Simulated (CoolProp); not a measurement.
c-C4F8 (RC318) at 293.15 K and 1.45 MPa flows at 1.1 m/s in a round tube of 50 mm bore and 0.25 µm roughness, fully developed (64/Re and Nu = 3.66 if laminar; Colebrook and Gnielinski if turbulent). Each further row changes one setting.

The numbers come from the reference Helmholtz-energy equation of state, Platzer 1990 in CoolProp. This equation is an older, rougher fit; its heat capacities, sound speeds and derivatives of the liquid may be far off and weren't checked against measurements.

```tsv
case	Reynolds number	Darcy friction factor	pressure drop (Pa/m)	heat-transfer coefficient (W/(m² K))	mass flow (kg/h)
as stated	209000	0.0155	287	1480	11900
velocity 2.2 m/s	417000	0.0137	1010	2710	23700
diameter 100 mm	417000	0.0136	126	1350	47500
```

Viscosity comes from a separate model (Huber 2003), an estimate that may be off by 10 % or more. Thermal conductivity comes from a separate model (Huber 2003), an estimate that may be off by 10 % or more.
